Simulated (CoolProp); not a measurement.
Properties of CH3F (R41) along the isotherm 102.85 °C.

Values from CoolProp's reference Helmholtz-energy equation of state, Lemmon 2006. It is a short technical equation, of lower accuracy than the large ones.

| p (kPa) | phase | density (kg/m³) | cp (kJ/(kg K)) | expansivity (1/kK) |
|---|---|---|---|---|
| 46.7 | gas | 0.5093 | 1.250 | 2.675 |
| 83 | gas | 0.9064 | 1.252 | 2.688 |
| 148 | gas | 1.620 | 1.257 | 2.710 |
| 263 | gas | 2.892 | 1.265 | 2.751 |
| 467 | gas | 5.176 | 1.279 | 2.824 |
| 830 | gas | 9.332 | 1.305 | 2.960 |
| 1480 | gas | 17.08 | 1.356 | 3.224 |
| 2630 | gas | 31.89 | 1.459 | 3.768 |
| 4670 | gas | 62.34 | 1.699 | 5.050 |
| 8300 | supercritical | 136.0 | 2.424 | 8.929 |
| 14800 | supercritical | 336.4 | 3.549 | 12.96 |
